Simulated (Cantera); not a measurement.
A closed system holds: 1 mol Si2H6, 7.2 mol O3, equilibrated at 1723 K and 22.0 mbar.

Cantera equilibrium calculation (NASA polynomials, part measured and part estimated; ideal gas, pure solids and liquids). Candidate condensed phases: H2O, Si, SiO2; 18 gas species. The feed counts by its element totals alone. The tables hold silica as quartz up to 1696 K and as liquid above; real silica turns to tridymite and cristobalite and melts near 1996 K. Equilibrium is a limit: real reactors are often held back by kinetics, nucleation or transport.

Base state: O2 0.707, H2O 0.290, OH 0.00254, O 0.000322, H2 5.91e-5 (mole fractions); condensed: SiO2(condensed).

### Question
What changes in the equilibrium state with this change: Si2H6 replaced by SiH4?

### Answer
| species | before | after |
|---|---|---|
| O2 | 0.707 | 0.814 |
| H2O | 0.290 | 0.184 |
| OH | 0.00254 | 0.00210 |
| H2 | 5.91e-5 | 3.50e-5 |
| O | 0.000322 | 0.000346 |
| SiO2(condensed), mol | 2.00 | 1.000 |
